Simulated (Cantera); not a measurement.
A Cantera script and what it prints.

```python
import numpy as np
import cantera as ct

gas_names = """
    AL CL2
""".split()
cond_names = """
    ALCL3(s) ALCL3(L)
""".split()


def load(file, names, dense=False):
    # The tables refer to 1 bar. Condensed volumes are neglected.
    table = {s.name: s for s in ct.Species.list_from_file(file)}
    out = []
    for n in names:
        d = dict(table[n].input_data)
        d["thermo"] = dict(d["thermo"], **{"reference-pressure": 1e5})
        if dense:
            d["equation-of-state"] = {"model": "constant-volume", "density": "1e6 g/cm^3"}
        out.append(ct.Species.from_dict(d))
    return out


species = {s.name: s for s in load("nasa_gas.yaml", gas_names) + load("nasa_condensed.yaml", cond_names)}
# Each term lists the table entries of one substance; the one whose range holds T is used.
reactions = {
    '2 AlCl3 = 2 Al(g) + 3 Cl2(g)':
        [(-2, ['ALCL3(s)', 'ALCL3(L)']), (2, ['AL']), (3, ['CL2'])],
}


def pick(names, T):
    return next(species[n] for n in names if species[n].thermo.min_temp <= T <= species[n].thermo.max_temp)


results = []
for label, terms in reactions.items():
    print(label)
    print("     T/K   dH/kJ  dS/(J/K)   dG/kJ   log10 K")
    for T in [300, 498, 523, 548, 573]:
        used = [(nu, pick(names, T)) for nu, names in terms]
        dH = sum(nu * s.thermo.h(T) for nu, s in used) / 1e6
        dS = sum(nu * s.thermo.s(T) for nu, s in used) / 1e3
        dG = dH - T * dS / 1e3
        logK = -dG * 1e6 / (ct.gas_constant * T * np.log(10))
        results.append((label, T, dH, dS, dG, logK, [s.name for _, s in used]))
        print(f"{T:8g} {dH:8.1f} {dS:8.1f} {dG:8.1f} {logK:8.2f}")
```

Result:

```
2 AlCl3 = 2 Al(g) + 3 Cl2(g)
     T/K   dH/kJ  dS/(J/K)   dG/kJ   log10 K
     300   2070.6    779.5   1836.7  -319.80
     498   1988.4    599.5   1689.9  -177.24
     523   1985.9    594.5   1674.9  -167.28
     548   1983.4    589.8   1660.1  -158.24
     573   1980.9    585.4   1645.4  -150.00
```

Standard-state values (1 bar) from the NASA 1993 polynomials, evaluated with Cantera. Condensed species are held in their standard states even where they would react or evaporate.
